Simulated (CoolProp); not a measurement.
2000 sccm (0 °C, 1 atm) of nitrogen bubbles through liquid ethanol at 280.2 K and leaves saturated at a total pressure of 0.0208 MPa (ideal gas phase). Each further row changes one setting.

The numbers come from the reference Helmholtz-energy equation of state, Schroeder 2014 in CoolProp.

```tsv
case	vapour pressure (kPa)	mole fraction of vapour	delivery (mg/min)	delivery (sccm)	change of delivery for a bath 1 K warmer (%)
as stated	2.59	?	?	?	7.9
bath temperature 285.2 K	?	?	?	418	8.0
total pressure 0.0416 MPa	2.59	?	273	133	7.3
```

Q: What belongs in the gaps?

A: 
- as stated, mole fraction of vapour: 0.125
- as stated, delivery (mg/min): 586
- as stated, delivery (sccm): 285
- bath temperature 285.2 K, vapour pressure (kPa): 3.59
- bath temperature 285.2 K, mole fraction of vapour: 0.173
- bath temperature 285.2 K, delivery (mg/min): 858
- total pressure 0.0416 MPa, mole fraction of vapour: 0.0624
